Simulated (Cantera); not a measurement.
Input (Python, Cantera):

```python
import numpy as np
import cantera as ct

gas = ct.Solution("h2o2.yaml")


def delay(T, t_max=10):
    gas.TPX = T, 1400000, {'H2': 1, 'O2': 0.893, 'N2': 3.36}
    reactor = ct.IdealGasConstPressureReactor(gas, clone=False)
    net = ct.ReactorNet([reactor])
    net.rtol, net.atol = 1e-8, 1e-16
    while net.time < t_max:
        t_old, T_old = net.time, reactor.T
        net.step()
        if reactor.T > T + 400:  # ignition: a rise of 400 K
            return t_old + (T + 400 - T_old) / (reactor.T - T_old) * (net.time - t_old)
    return np.nan


taus = []
for T in [900, 950, 1000, 1050, 1100, 1150]:
    taus.append(delay(T))
    print(f"T0 = {T:6g} K   tau = {taus[-1]:.4e} s")
```

Output:

```
T0 =    900 K   tau = 1.2507e-01 s
T0 =    950 K   tau = 3.3475e-02 s
T0 =   1000 K   tau = 1.0040e-02 s
T0 =   1050 K   tau = 3.2623e-03 s
T0 =   1100 K   tau = 1.1113e-03 s
T0 =   1150 K   tau = 3.8085e-04 s
```

Model: the H2/O2 subset of GRI-Mech 3.0, which has no nitrogen chemistry, integrated in Cantera. The hydrogen kinetics of GRI-Mech 3.0 are dated; newer H2 mechanisms differ, most at raised pressure. The pressure lies above the range GRI-Mech 3.0 was tuned for (to about 10 atm). Below about 950 K walls govern HO2 and H2O2 in real vessels.
